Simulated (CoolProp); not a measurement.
1000 sccm (0 °C, 1 atm) of nitrogen bubbles through liquid water at 309.6 K and leaves saturated at a total pressure of 0.15 MPa (ideal gas phase). Each further row changes one setting.

Model: reference Helmholtz-energy equation of state, Wagner 2002, in CoolProp.

| case | vapour pressure (kPa) | mole fraction of vapour | delivery (mg/min) | delivery (sccm) | change of delivery for a bath 1 K warmer (%) |
|---|---|---|---|---|---|
| as stated | 6.10 | 0.0406 | [?] | 42.4 | [?] |
| bath temperature 314.6 K | 7.98 | 0.0532 | 45.1 | [?] | 5.7 |
| total pressure 0.3 MPa | 6.10 | [?] | 16.7 | 20.7 | 5.7 |

### Question
Some entries are withheld; supply them.

### Answer

- as stated, delivery (mg/min): 34.1
- as stated, change of delivery for a bath 1 K warmer (%): 5.9
- bath temperature 314.6 K, delivery (sccm): 56.2
- total pressure 0.3 MPa, mole fraction of vapour: 0.0203
